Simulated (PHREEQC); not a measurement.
Solution (25 °C): 46 mmol/kgw KOH, 0.11 mmol/kgw Na2SiO3 and 59 mmol/kgw (CH3)4NCl. Closed to the air; pH follows from the charge balance.

The numbers come from PHREEQC with the ion-association model, phreeqc.dat.

Each row changes one thing in this solution. This is a speciation only: nothing precipitates in the calculation.

```csv
case,pH,H3SiO4- (mol/kgw),H2SiO4-2 (mol/kgw),H4SiO4 (mol/kgw),SI of Quartz (SiO2),SI of Sylvite (KCl)
as made,12.54,7.45e-5,3.53e-5,1.09e-7,-2.97,-3.70
diluted 2-fold with water,12.27,…,9.87e-6,1.33e-7,-2.89,-4.25
temperature from 25 to 15 °C,12.89,7.20e-5,3.79e-5,…,-3.02,-3.65
temperature from 25 to 80 °C,11.12,8.67e-5,2.25e-5,8.16e-7,…,…
(CH3)4NCl from 0.059 to 0.118 mol/kgw,12.52,7.33e-5,…,1.06e-7,-2.97,-3.44
```

### Question
Complete the blanks.

### Answer

- diluted 2-fold with water, H3SiO4- (mol/kgw): 4.50e-5
- temperature from 25 to 15 °C, H4SiO4 (mol/kgw): 6.85e-8
- temperature from 25 to 80 °C, SI of Quartz (SiO2): -2.78
- temperature from 25 to 80 °C, SI of Sylvite (KCl): -3.96
- (CH3)4NCl from 0.059 to 0.118 mol/kgw, H2SiO4-2 (mol/kgw): 3.66e-5

(CH3)4N+ isn't in the database: it is added as a free cation with an ion size of 4 Å. Away from 25 °C the constants follow the database's enthalpies or fits; those with neither stay at their 25 °C values.
